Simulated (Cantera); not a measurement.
Source: NASA polynomial tables (part measured, part estimated), evaluated in Cantera. Values are per mole of reaction as written; species without (g) are pure solids or liquids, kept so even where they would boil at 1 bar.

Between 300 and 1375 K, where is each reaction favourable under standard conditions?
- 0.6667 Ti + Cl₂(g) = 0.6667 TiCl₃(g)
- 0.6667 Al + Cl₂(g) = 0.3333 Al₂Cl₆(g)
- 2 K + Cl₂(g) = 2 KCl(g)


- 0.6667 Ti + Cl₂(g) = 0.6667 TiCl₃(g): ΔG° is -350 kJ at 300 K and -314 kJ at 1375 K; it stays negative (K > 1). ΔH° is -364 kJ and ΔS° -36 J/K at 1375 K.
- 0.6667 Al + Cl₂(g) = 0.3333 Al₂Cl₆(g): ΔG° is -407 kJ at 300 K and -317 kJ at 1375 K; it stays negative (K > 1). ΔH° is -437 kJ and ΔS° -87 J/K at 1375 K.
- 2 K + Cl₂(g) = 2 KCl(g): ΔG° is -467 kJ at 300 K and -564 kJ at 1375 K; it stays negative (K > 1). ΔH° is -460 kJ and ΔS° 76 J/K at 1375 K.
